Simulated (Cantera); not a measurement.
What does this Cantera script print?

```python
import numpy as np
import cantera as ct

gas = ct.Solution("gri30.yaml")


def delay(T, t_max=10):
    gas.TPX = T, 101325, {'CH4': 1, 'H2': 0.045, 'O2': 1.56, 'N2': 8.87}
    reactor = ct.IdealGasConstPressureReactor(gas, clone=False)
    net = ct.ReactorNet([reactor])
    net.rtol, net.atol = 1e-8, 1e-16
    while net.time < t_max:
        t_old, T_old = net.time, reactor.T
        net.step()
        if reactor.T > T + 400:  # ignition: a rise of 400 K
            return t_old + (T + 400 - T_old) / (reactor.T - T_old) * (net.time - t_old)
    return np.nan


taus = []
for T in [1000, 1075, 1150, 1225, 1300, 1375, 1450, 1525]:
    taus.append(delay(T))
    print(f"T0 = {T:6g} K   tau = {taus[-1]:.4e} s")
```

Output:

```
T0 =   1000 K   tau = 5.9098e-01 s
T0 =   1075 K   tau = 2.3680e-01 s
T0 =   1150 K   tau = 9.0314e-02 s
T0 =   1225 K   tau = 3.4622e-02 s
T0 =   1300 K   tau = 1.3695e-02 s
T0 =   1375 K   tau = 5.6568e-03 s
T0 =   1450 K   tau = 2.4701e-03 s
T0 =   1525 K   tau = 1.1567e-03 s
```

Computed with Cantera and GRI-Mech 3.0 (53 species, 325 reactions).
